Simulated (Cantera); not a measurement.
An adiabatic, constant-pressure homogeneous reactor starts with CH4 : O2 : N2 = 1 : 2.86 : 10.7 (molar parts), equivalence ratio 0.70, at 1575 K and 3.50 bar. Integrator tolerance rtol = 1e-08.

Model: GRI-Mech 3.0 (53 species, 325 reactions), integrated in Cantera.

### Question
What does this change do: pressure from 3.50 bar to 0.940 bar?

### Answer
```
quantity                                                          before                                  after
---------------------------------  -------------------------------------  -------------------------------------
time of steepest temperature rise                               0.195 ms                               0.555 ms
temperature at 7.00 s                                             2699 K                                 2631 K
equilibrium temperature                                           2699 K                                 2631 K
x(CH4) at 7.00 s                   <1e-12 (gas-phase equilibrium <1e-12)  <1e-12 (gas-phase equilibrium <1e-12)
x(O2) at 7.00 s                    0.0533 (gas-phase equilibrium 0.0533)  0.0551 (gas-phase equilibrium 0.0551)
x(CH2) at 7.00 s                   <1e-12 (gas-phase equilibrium <1e-12)  <1e-12 (gas-phase equilibrium <1e-12)
x(CO2) at 7.00 s                   0.0551 (gas-phase equilibrium 0.0551)  0.0511 (gas-phase equilibrium 0.0511)
x(C2H4) at 7.00 s                  <1e-12 (gas-phase equilibrium <1e-12)  <1e-12 (gas-phase equilibrium <1e-12)
```

### Question
What does this change do: initial temperature 1575 to 1725 K?

### Answer
| quantity | before | after |
|---|---|---|
| time of steepest temperature rise | 0.195 ms | 60.2 µs |
| temperature at 7.00 s | 2699 K | 2774 K |
| equilibrium temperature | 2699 K | 2774 K |
| x(CH4) at 7.00 s | <1e-12 (gas-phase equilibrium <1e-12) | <1e-12 (gas-phase equilibrium <1e-12) |
| x(O2) at 7.00 s | 0.0533 (gas-phase equilibrium 0.0533) | 0.0534 (gas-phase equilibrium 0.0534) |
| x(CH2) at 7.00 s | <1e-12 (gas-phase equilibrium <1e-12) | <1e-12 (gas-phase equilibrium <1e-12) |
| x(CO2) at 7.00 s | 0.0551 (gas-phase equilibrium 0.0551) | 0.0511 (gas-phase equilibrium 0.0511) |
| x(C2H4) at 7.00 s | <1e-12 (gas-phase equilibrium <1e-12) | <1e-12 (gas-phase equilibrium <1e-12) |

### Question
What does this change do: initial temperature 1575 to 1423 K?

### Answer
```json
[
 {"quantity": "time of steepest temperature rise", "before": "0.195 ms", "after": "0.847 ms"},
 {"quantity": "temperature at 7.00 s", "before": "2699 K", "after": "2616 K"},
 {"quantity": "equilibrium temperature", "before": "2699 K", "after": "2616 K"},
 {"quantity": "x(CH4) at 7.00 s", "before": "<1e-12 (gas-phase equilibrium <1e-12)", "after": "<1e-12 (gas-phase equilibrium <1e-12)"},
 {"quantity": "x(O2) at 7.00 s", "before": "0.0533 (gas-phase equilibrium 0.0533)", "after": "0.0534 (gas-phase equilibrium 0.0534)"},
 {"quantity": "x(CH2) at 7.00 s", "before": "<1e-12 (gas-phase equilibrium <1e-12)", "after": "<1e-12 (gas-phase equilibrium <1e-12)"},
 {"quantity": "x(CO2) at 7.00 s", "before": "0.0551 (gas-phase equilibrium 0.0551)", "after": "0.0588 (gas-phase equilibrium 0.0588)"},
 {"quantity": "x(C2H4) at 7.00 s", "before": "<1e-12 (gas-phase equilibrium <1e-12)", "after": "<1e-12 (gas-phase equilibrium <1e-12)"}
]
```
